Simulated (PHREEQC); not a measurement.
Consider water at 21 °C with 0.62 mmol/kgw Cu(BF4)2 and 0.065 mmol/kgw HBF4. Closed to the air; pH follows from the charge balance.

Equilibrium calculation in PHREEQC: ion-association model, phreeqc.dat.

No solid was allowed to form.

Problem. Order these B species by the share of B that they hold, largest first: BF4-, BF3OH-, BF2(OH)2-, H3BO3.

Solution. H3BO3 (58 %), BF4- (31 %), BF3OH- (6.3 %), BF2(OH)2- (4.4 %)

The pH is 3.08 and the ionic strength 0.00270 mol/kgw. Species that the database lacks are ignored. Real BF4- forms and hydrolyses slowly; the run takes it at equilibrium.
